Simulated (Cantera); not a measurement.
## Ammonia decomposition in nitride growth gas

An isothermal, constant-pressure homogeneous reactor starts with 7.69 % NH3, 92.3 % N2, at 2250 K and 0.260 bar.

Cantera simulation using the gas-phase N/H chemistry of the illustrative SiF4/NH3 mechanism in the Surface Chemkin manual (1991); the numbers are that mechanism's predictions, not measurements. Walls and surfaces, which speed up NH3 decomposition in real reactors, are not modelled.

```json
[
 {"t (s)": "6.00e-5", "x NH3": "0.0766", "x N2": "0.923", "x NH2": "0.000276", "x H2": "0.000142", "x N2H2": "4.62e-8", "x NH": "1.64e-6"},
 {"t (s)": "0.000138", "x NH3": "0.0762", "x N2": "0.923", "x NH2": "0.000602", "x H2": "0.000374", "x N2H2": "2.91e-7", "x NH": "6.64e-6"},
 {"t (s)": "0.000318", "x NH3": "0.0753", "x N2": "0.922", "x NH2": "0.00104", "x H2": "0.00128", "x N2H2": "1.02e-6", "x NH": "1.55e-5"},
 {"t (s)": "0.000731", "x NH3": "0.0730", "x N2": "0.921", "x NH2": "0.00108", "x H2": "0.00440", "x N2H2": "1.37e-6", "x NH": "2.26e-5"},
 {"t (s)": "0.00168", "x NH3": "0.0680", "x N2": "0.919", "x NH2": "0.000889", "x H2": "0.0116", "x N2H2": "1.21e-6", "x NH": "2.72e-5"},
 {"t (s)": "0.00387", "x NH3": "0.0577", "x N2": "0.915", "x NH2": "0.000684", "x H2": "0.0260", "x N2H2": "9.49e-7", "x NH": "3.04e-5"},
 {"t (s)": "0.00891", "x NH3": "0.0400", "x N2": "0.908", "x NH2": "0.000475", "x H2": "0.0509", "x N2H2": "6.02e-7", "x NH": "2.98e-5"},
 {"t (s)": "0.0205", "x NH3": "0.0177", "x N2": "0.900", "x NH2": "0.000252", "x H2": "0.0821", "x N2H2": "2.35e-7", "x NH": "2.33e-5"},
 {"t (s)": "0.0472", "x NH3": "0.00287", "x N2": "0.894", "x NH2": "6.91e-5", "x H2": "0.103", "x N2H2": "3.07e-8", "x NH": "1.20e-5"},
 {"t (s)": "0.109", "x NH3": "3.96e-5", "x N2": "0.892", "x NH2": "2.99e-6", "x H2": "0.106", "x N2H2": "1.70e-10", "x NH": "1.69e-6"},
 {"t (s)": "0.250", "x NH3": "1.01e-6", "x N2": "0.891", "x NH2": "1.37e-7", "x H2": "0.105", "x N2H2": "<1e-12", "x NH": "1.39e-7"},
 {"t (s)": "0.575", "x NH3": "2.32e-7", "x N2": "0.891", "x NH2": "3.29e-8", "x H2": "0.105", "x N2H2": "<1e-12", "x NH": "3.49e-8"},
 {"t (s)": "1.32", "x NH3": "1.26e-7", "x N2": "0.891", "x NH2": "1.80e-8", "x H2": "0.105", "x N2H2": "<1e-12", "x NH": "1.90e-8"},
 {"t (s)": "3.04", "x NH3": "1.16e-7", "x N2": "0.891", "x NH2": "1.64e-8", "x H2": "0.105", "x N2H2": "<1e-12", "x NH": "1.74e-8"},
 {"t (s)": "7.00", "x NH3": "1.15e-7", "x N2": "0.891", "x NH2": "1.64e-8", "x H2": "0.105", "x N2H2": "<1e-12", "x NH": "1.74e-8"}
]
```
x: mole fraction; the columns are a selection and need not sum to one.

Equilibrium at this temperature and pressure: NH3 1.15e-7, N2 0.891, NH2 1.64e-8, H2 0.105, N2H2 <1e-12, NH 1.74e-8 (gas phase only).
